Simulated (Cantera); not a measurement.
# Adiabatic ignition

An adiabatic, constant-volume homogeneous reactor starts with 13.8 % CH4, 2.63 % C2H6, 17.6 % O2, 66.0 % N2, at 1150 K and 0.460 bar.

Computed with Cantera and GRI-Mech 3.0 (53 species, 325 reactions).

```json
[
 {"t (s)": "8.00e-6", "T (K)": "1150", "P (bar)": "0.460", "x CH4": "0.138", "x C2H6": "0.0263", "x O2": "0.176", "x NO": "<1e-12", "x NO2": "<1e-12"},
 {"t (s)": "1.74e-5", "T (K)": "1150", "P (bar)": "0.460", "x CH4": "0.138", "x C2H6": "0.0263", "x O2": "0.176", "x NO": "<1e-12", "x NO2": "<1e-12"},
 {"t (s)": "3.80e-5", "T (K)": "1150", "P (bar)": "0.460", "x CH4": "0.138", "x C2H6": "0.0263", "x O2": "0.176", "x NO": "<1e-12", "x NO2": "<1e-12"},
 {"t (s)": "8.28e-5", "T (K)": "1150", "P (bar)": "0.460", "x CH4": "0.138", "x C2H6": "0.0263", "x O2": "0.176", "x NO": "<1e-12", "x NO2": "<1e-12"},
 {"t (s)": "0.000180", "T (K)": "1150", "P (bar)": "0.460", "x CH4": "0.138", "x C2H6": "0.0263", "x O2": "0.176", "x NO": "<1e-12", "x NO2": "<1e-12"},
 {"t (s)": "0.000393", "T (K)": "1150", "P (bar)": "0.460", "x CH4": "0.138", "x C2H6": "0.0263", "x O2": "0.176", "x NO": "<1e-12", "x NO2": "<1e-12"},
 {"t (s)": "0.000857", "T (K)": "1150", "P (bar)": "0.460", "x CH4": "0.138", "x C2H6": "0.0263", "x O2": "0.176", "x NO": "<1e-12", "x NO2": "<1e-12"},
 {"t (s)": "0.00187", "T (K)": "1150", "P (bar)": "0.460", "x CH4": "0.138", "x C2H6": "0.0262", "x O2": "0.176", "x NO": "<1e-12", "x NO2": "<1e-12"},
 {"t (s)": "0.00407", "T (K)": "1151", "P (bar)": "0.460", "x CH4": "0.138", "x C2H6": "0.0260", "x O2": "0.175", "x NO": "<1e-12", "x NO2": "<1e-12"},
 {"t (s)": "0.00887", "T (K)": "1178", "P (bar)": "0.473", "x CH4": "0.134", "x C2H6": "0.0224", "x O2": "0.170", "x NO": "<1e-12", "x NO2": "<1e-12"},
 {"t (s)": "0.0193", "T (K)": "2473", "P (bar)": "1.20", "x CH4": "3.33e-11", "x C2H6": "<1e-12", "x O2": "1.02e-5", "x NO": "0.000192", "x NO2": "1.33e-9"},
 {"t (s)": "0.0421", "T (K)": "2473", "P (bar)": "1.20", "x CH4": "3.27e-11", "x C2H6": "<1e-12", "x O2": "1.02e-5", "x NO": "0.000131", "x NO2": "9.15e-10"},
 {"t (s)": "0.0918", "T (K)": "2473", "P (bar)": "1.20", "x CH4": "3.26e-11", "x C2H6": "<1e-12", "x O2": "1.03e-5", "x NO": "0.000128", "x NO2": "8.92e-10"},
 {"t (s)": "0.200", "T (K)": "2473", "P (bar)": "1.20", "x CH4": "3.26e-11", "x C2H6": "<1e-12", "x O2": "1.03e-5", "x NO": "0.000128", "x NO2": "8.92e-10"}
]
```
x: mole fraction; the columns are a selection and need not sum to one.

- time of steepest temperature rise = 11.1 ms
- temperature at 0.200 s = 2473 K
- equilibrium temperature = 2473 K
- x(CH4) at 0.200 s = 3.26e-11 (gas-phase equilibrium 3.67e-11)
- x(C2H6) at 0.200 s = <1e-12 (gas-phase equilibrium <1e-12)
- x(O2) at 0.200 s = 1.03e-5 (gas-phase equilibrium 1.03e-5)
